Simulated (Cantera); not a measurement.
Charge: 1 mol SiH2Cl2, 0.013 mol C3H8, 47 mol H2, 0.52 mol HCl, equilibrated at 10.0 mbar.

These are equilibrium values from Cantera (NASA tables, ideal gas, pure condensed phases), not measurements of a reactor. Candidate condensed phases: C, C6H6, C7H8, C8H18, Si, SiC; 109 gas species. Mutual solubility and eutectic melting of coexisting phases are not modelled. The tables' values for SiCl3 are old estimates; treat these amounts as uncertain. Rates play no part. All values below are at 1348 K.

Base state: H2 0.954, HCl 0.0405, SiCl2 0.00483, SiCl3 0.000149, SiHCl3 3.08e-5, SiCl4 2.31e-5, H 2.26e-5 (mole fractions); condensed: Si(s) + SiC(s).

Q: What changes in the equilibrium state with this change: SiH2Cl2 replaced by SiHCl3?

A: 
```csv
species,before,after
H2,0.954,0.938
HCl,0.0405,0.0528
SiCl2,0.00483,0.00834
SiCl4,2.31e-5,6.88e-5
SiCl3,0.000149,0.000338
SiHCl3,3.08e-5,6.94e-5
"Si(s), mol",0.711,0.523
"SiC(s), mol",0.0390,0.0390
```
